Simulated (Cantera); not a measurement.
Charge: 1 mol HgO, 1.4 mol H2, at 750 Torr.

Equilibrium computed with Cantera from the NASA thermochemical tables; the gas is ideal and each condensed phase is pure. Candidate condensed phases: H2O, Hg, HgO; 10 gas species. Equilibrium is a limit: real reactors are often held back by kinetics, nucleation or transport.

Problem. Which condensed phases are stable at each of these points (T (°C)): 202, 352, 502, 652, 802, 952, 1102?

Solution. 
```tsv
T (°C)	condensed phases	Hg condensed (%)
202	Hg(l)	96.5
352	gas only	0.0
502	gas only	0.0
652	gas only	0.0
802	gas only	0.0
952	gas only	0.0
1102	gas only	0.0
```

At 202 °C the condensed part is Hg(l). From 352 °C to 1102 °C nothing is condensed.
